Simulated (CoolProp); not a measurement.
R124 along the isotherm 279 K: density (kg/m³) from the reference equation and from simpler models built on Tc = 395.4 K, pc = 3.624 MPa, ω = 0.288; each cubic takes its own stable root.

Model: reference Helmholtz-energy equation of state, de Vries 1995, in CoolProp.

```tsv
p (MPa)	phase	reference	van der Waals	Redlich-Kwong	Soave-Redlich-Kwong	Peng-Robinson
0.906	liquid	1421	856.3	1243	1300	1472
1.81	liquid	1425	865.9	1250	1306	1477
2.72	liquid	1429	874.7	1257	1311	1482
3.62	liquid	1432	882.5	1264	1316	1487
4.53	liquid	1435	889.8	1271	1321	1491
5.44	liquid	1438	896.6	1277	1325	1496
6.34	liquid	1442	902.8	1283	1330	1500
7.25	liquid	1445	908.7	1289	1334	1505
8.16	liquid	1448	914.2	1294	1339	1509
9.06	liquid	1451	919.3	1300	1343	1513
```
